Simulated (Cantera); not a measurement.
Input (Python, Cantera) and output of one run.

```python
import numpy as np
import cantera as ct

gas_names = [...]  # 109 gases of nasa_gas.yaml made of C, Cl, H, Si
cond_names = """
    C(gr) C6H6(L) C7H8(L) C8H18(L),n-octa Si(cr) Si(L) SiC(b)
""".split()


# ... load() reads the species with a 1 bar reference pressure and builds the phases ...
atoms = {
    '(CH3)2SiCl2': {'C': 2, 'H': 6, 'Si': 1, 'CL': 2},
    'C2H4': {'C': 2, 'H': 4},
    'H2': {'H': 2},
}
top_T = {'C(gr)': 4500, 'SiC(b)': 3050}  # K; cautious upper limits of use, not melting points


# ... equilibrate(T, P, feed) seeds the gas with the atoms and calls Mixture.equilibrate('TP', solver="vcs", rtol=1e-11, max_steps=5000) ...
results = []
feed = {'(CH3)2SiCl2': 1, 'C2H4': 0.62, 'H2': 1.3}  # mol
T = 1348.15  # K
P = 10000  # Pa
mix = equilibrate(T, P, feed)
results.append((T, P, feed, dict(zip(mix.species_names, mix.species_moles))))
print(gas.report(threshold=0.0001))
for i in range(1, mix.n_phases):
    print(f"{mix.phase(i).name:16s} {mix.phase_moles(i):12.5e} mol")
```

It prints:

```
       temperature   1348.2 K
          pressure   10000 Pa
           density   0.011421 kg/m^3
  mean mol. weight   12.802 kg/kmol
   phase of matter   gas

                          1 kg             1 kmol
                     ---------------   ---------------
          enthalpy        1.8908e+05        2.4206e+06  J
   internal energy        -6.865e+05       -8.7886e+06  J
           entropy             17038        2.1812e+05  J/K
    Gibbs function       -2.2781e+07       -2.9164e+08  J
 heat capacity c_p              2549             32633  J/K
 heat capacity c_v            1899.6             24318  J/K

                      mass frac. Y      mole frac. X     chem. pot. / RT
                     ---------------   ---------------   ---------------
               CH4        0.00036625        0.00029226           -43.887
               HCL           0.81168           0.28502           -36.881
                H2           0.11151            0.7081           -20.945
             SiCL2         0.0093793         0.0012131           -62.725
             SiCL3          0.010129         0.0009646           -89.134
             SiCL4          0.051088         0.0038499           -115.54
            SiHCL3         0.0057478        0.00054328           -99.607
     [ +102 minor]        9.6847e-05        2.0516e-05

C(gr)             2.28091e+00 mol
Si(cr)            0.00000e+00 mol
SiC(b)            9.57175e-01 mol
```

Method: chemical equilibrium by Gibbs-energy minimisation in Cantera with the NASA 1993 tables (ideal gas, pure condensed phases). The feed counts by its element totals alone. The tables' values for SiCl3 are old estimates; treat these amounts as uncertain.
